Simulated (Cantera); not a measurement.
A closed system holds: 1 mol TiO2, 1.8 mol C, 2.5 mol CO, at 1.00 bar.

Equilibrium computed with Cantera from the NASA thermochemical tables; the gas is ideal and each condensed phase is pure. Candidate condensed phases: C, Ti, TiC, TiO, TiO2, Ti2O3, Ti3O5, Ti4O7; 15 gas species. Equilibrium is a limit: real reactors are often held back by kinetics, nucleation or transport. All values below are at 1300 K.

Base state: CO 0.995, CO2 0.00512 (mole fractions); condensed: C(graphite) + TiO2(rutile).

What changes in the equilibrium state with this change: pressure from 1.00 bar to 79.0 mbar?


```json
[
 {"species": "CO", "before": "0.995", "after": "1.000"},
 {"species": "CO2", "before": "0.00512", "after": "0.000408"},
 {"species": "C(graphite), mol", "before": "1.81", "after": "1.55"},
 {"species": "TiO2(rutile), mol", "before": "1.00", "after": "0"},
 {"species": "Ti4O7(s), mol", "before": "0", "after": "0.250"}
]
```
Condensed phases not in the tables: Magnéli phases beyond Ti4O7.
